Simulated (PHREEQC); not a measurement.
# Brine

Solution (35 °C): 0.95 mol MgCl2, 0.44 mol BaCl2 and 0.1 mol KBr per kg of water. Closed to the air; pH follows from the charge balance.

Computed with PHREEQC (Pitzer model, pitzer.dat).

This is a speciation only: nothing precipitates in the calculation.

Problem. What activity of water, osmotic coefficient does the model give?

Solution. activity of water 0.912; osmotic coefficient 1.164.
